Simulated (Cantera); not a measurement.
## Formation from one mole of Cl2

Standard-state values (1 bar) from the NASA 1993 polynomials, evaluated with Cantera. Values are per mole of reaction as written; species without (g) are pure solids or liquids, kept so even where they would boil at 1 bar.

0.5 Ti + Cl2(g) = 0.5 TiCl4

| T (K) | ΔH° (kJ) | ΔS° (J/K) | ΔG° (kJ) | log10 K |
|---|---|---|---|---|
| 373 | -400.2 | -106.5 | -360.4 | 50.48 |
| 398 | -399.6 | -104.9 | -357.8 | 46.96 |
| 423 | -399.0 | -103.5 | -355.2 | 43.86 |
| 448 | -398.4 | -102.1 | -352.6 | 41.11 |
| 473 | -397.8 | -100.8 | -350.1 | 38.66 |
| 498 | -397.2 | -99.5 | -347.6 | 36.46 |
| 523 | -396.6 | -98.4 | -345.1 | 34.47 |

Sr + Cl2(g) = SrCl2

```tsv
T (K)	ΔH° (kJ)	ΔS° (J/K)	ΔG° (kJ)	log10 K
373	-827.7	-159.9	-768.1	107.56
398	-827.3	-158.9	-764.1	100.28
423	-826.9	-157.9	-760.2	93.87
448	-826.5	-157.0	-756.2	88.17
473	-826.1	-156.1	-752.3	83.08
498	-825.7	-155.3	-748.4	78.50
523	-825.3	-154.4	-744.5	74.36
```

0.5 Si + Cl2(g) = 0.5 SiCl4(g)

```
T (K)  ΔH° (kJ)  ΔS° (J/K)  ΔG° (kJ)  log10 K
-----  --------  ---------  --------  -------
373      -331.3      -66.7    -306.4    42.91
398      -331.2      -66.5    -304.7    39.99
423      -331.2      -66.4    -303.1    37.42
448      -331.1      -66.3    -301.4    35.14
473      -331.1      -66.2    -299.8    33.10
498      -331.0      -66.1    -298.1    31.27
523      -331.0      -66.0    -296.5    29.61
```
